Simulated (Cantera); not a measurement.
Cantera run:

```python
import numpy as np
import cantera as ct

gas_names = """
    H HI HO2 H2 H2O H2O2 I I2 O OH O2 O3
""".split()
cond_names = """
    H2O(s) H2O(L) I2(cr) I2(L)
""".split()


# ... load() reads the species with a 1 bar reference pressure and builds the phases ...
atoms = {
    'HI': {'H': 1, 'I': 1},
    'O2': {'O': 2},
}
top_T = {}  # K; cautious upper limits of use, not melting points


# ... equilibrate(T, P, feed) seeds the gas with the atoms and calls Mixture.equilibrate('TP', solver="vcs", rtol=1e-11, max_steps=5000) ...
results = []
feed = {'HI': 1, 'O2': 0.48}  # mol
T = 2075  # K
P = 140000  # Pa
mix = equilibrate(T, P, feed)
results.append((T, P, feed, dict(zip(mix.species_names, mix.species_moles))))
print(gas.report(threshold=0.0001))
for i in range(1, mix.n_phases):
    print(f"{mix.phase(i).name:16s} {mix.phase_moles(i):12.5e} mol")
```

Output:

```
       temperature   2075 K
          pressure   1.4e+05 Pa
           density   0.67817 kg/m^3
  mean mol. weight   83.573 kg/kmol
   phase of matter   gas

                          1 kg             1 kmol
                     ---------------   ---------------
          enthalpy        5.2491e+05        4.3868e+07  J
   internal energy        3.1847e+05        2.6615e+07  J
           entropy            2970.3        2.4824e+05  J/K
    Gibbs function       -5.6386e+06       -4.7123e+08  J
 heat capacity c_p            392.15             32773  J/K
 heat capacity c_v            292.67             24459  J/K

                      mass frac. Y      mole frac. X     chem. pot. / RT
                     ---------------   ---------------   ---------------
                HI         0.0091673         0.0059895           -32.154
                H2        7.9259e-06        0.00032856           -27.283
               H2O          0.061711           0.28628           -42.565
                 I           0.84924           0.55927           -18.513
                I2          0.027426         0.0090306           -37.025
                 O          6.92e-05        0.00036147           -15.282
                OH        0.00082576         0.0040578           -28.924
                O2          0.051549           0.13464           -30.564
     [   +4 minor]        2.6007e-06        4.6133e-05

I2(L)             0.00000e+00 mol
```

These are equilibrium values from Cantera (NASA tables, ideal gas, pure condensed phases), not measurements of a reactor.
